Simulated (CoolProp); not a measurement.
The numbers come from the reference Helmholtz-energy equation of state, Guder 2009 in CoolProp.

### Question
Give the vapour pressure (bar), vapour density (kg/m³), liquid cp (kJ/(kg K)), liquid conductivity (mW/(m K)) of saturated sulfur hexafluoride at -2.35, 18.55, 39.45 °C.

### Answer
```tsv
T (°C)	p (bar)	vapour density (kg/m³)	liquid cp (kJ/(kg K))	liquid conductivity (mW/(m K))
-2.35	11.7	97.7	1.02	62.5
18.55	20.3	183	1.21	55.2
39.45	32.8	387	2.42	47.4
```

Thermal conductivity comes from a separate model (Assael 2012).
